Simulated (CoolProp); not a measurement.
Values from CoolProp's reference Helmholtz-energy equation of state, Thol 2014.

**Question.** For chloromethane (R40), give the phase and the density (kg/m³), cp (kJ/(kg K)), isothermal compressibility (1/MPa), expansivity (1/kK) at 181.55 °C and 2.36 MPa.

**Answer.** 
- 181.55 °C and 2.36 MPa: gas; density 35.0, cp 1.17, isothermal compressibility 0.473, expansivity 3.10
